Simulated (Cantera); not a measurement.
## Hydrocarbon pyrolysis for carbon deposition

An isothermal, constant-pressure homogeneous reactor starts with CH₄ : N₂ = 1 : 14 (molar parts), at 1475 K and 9.00 Torr.

Cantera simulation using GRI-Mech 3.0 (53 species, 325 reactions); the numbers are that mechanism's predictions, not measurements. GRI-Mech 3.0 stops at C3 and has no aromatics, soot or wall deposition, so with more carbon than oxygen in the feed, carbon stays in small species such as C2H2 where larger ones or solid carbon would form. Radical loss at walls, strong at low pressure, is not modelled.

```tsv
t (s)	x CH₄	x C₂H₂	x CH₂	x C₂H	x H	x HCN
8.00e-6	0.0667	<1e-12	<1e-12	<1e-12	1.29e-9	<1e-12
6.17e-5	0.0667	<1e-12	<1e-12	<1e-12	6.98e-9	<1e-12
0.000476	0.0667	<1e-12	<1e-12	<1e-12	1.18e-8	<1e-12
0.00367	0.0667	<1e-12	1.17e-12	<1e-12	1.18e-8	<1e-12
0.0283	0.0667	1.26e-10	5.73e-11	<1e-12	1.23e-8	<1e-12
0.218	0.0666	4.96e-7	2.85e-9	<1e-12	4.10e-8	<1e-12
1.68	0.0606	0.00123	4.20e-8	5.79e-10	2.00e-6	6.86e-10
13.0	0.0305	0.0166	1.94e-8	5.57e-9	1.05e-5	3.36e-8
100	0.00427	0.0292	6.26e-9	1.43e-8	2.66e-5	2.72e-7
```
x: mole fraction; the columns are a selection and need not sum to one.

Equilibrium at this temperature and pressure: CH₄ 3.73e-5, C₂H₂ 0.00948, CH₂ 9.16e-11, C₂H 5.94e-9, H 3.65e-5, HCN 0.0435 (gas phase only).
